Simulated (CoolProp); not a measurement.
500 sccm (0 °C, 1 atm) of nitrogen bubbles through liquid n-perfluorohexane at 302.6 K and leaves saturated at a total pressure of 0.15 MPa (ideal gas phase). Each further row changes one setting.

Model: reference Helmholtz-energy equation of state, Gao 2022, in CoolProp.

```json
[
 {"case": "as stated", "vapour pressure (kPa)": "35.6", "mole fraction of vapour": "?", "delivery (mg/min)": "?", "delivery (sccm)": "156", "change of delivery for a bath 1 K warmer (%)": "5.7"},
 {"case": "bath temperature 307.6 K", "vapour pressure (kPa)": "43.8", "mole fraction of vapour": "0.292", "delivery (mg/min)": "3110", "delivery (sccm)": "206", "change of delivery for a bath 1 K warmer (%)": "5.9"},
 {"case": "total pressure 0.3 MPa", "vapour pressure (kPa)": "35.6", "mole fraction of vapour": "?", "delivery (mg/min)": "?", "delivery (sccm)": "?", "change of delivery for a bath 1 K warmer (%)": "4.9"}
]
```

Complete the blanks.


- as stated, mole fraction of vapour: 0.237
- as stated, delivery (mg/min): 2350
- total pressure 0.3 MPa, mole fraction of vapour: 0.119
- total pressure 0.3 MPa, delivery (mg/min): 1020
- total pressure 0.3 MPa, delivery (sccm): 67.3
